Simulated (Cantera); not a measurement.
Feed: 1 mol Al, 0.7 mol N2, held at 1873.15 K and 7.50 Torr.

Method: chemical equilibrium by Gibbs-energy minimisation in Cantera with the NASA 1993 tables (ideal gas, pure condensed phases). Candidate condensed phases: Al, AlN; 5 gas species. Equilibrium is a limit: real reactors are often held back by kinetics, nucleation or transport.

Base state: N2 0.998, Al 0.00157 (mole fractions); condensed: AlN(s).

Q: What changes in the equilibrium state with this change: Al replaced by Al(CH3)3?

A: 
```
species            before     after
----------------  -------  --------
H2                      0     0.939
N2                  0.998    0.0448
Al                0.00157   0.00740
H                       0   0.00626
HCN                     0   0.00177
C2H2 (acetylene)        0  0.000293
AlN(s), mol         1.000     0.963
C(graphite), mol        0      2.99
```
The feed counts by its element totals alone. Further candidate phases: C, C6H6, C7H8, C8H18.
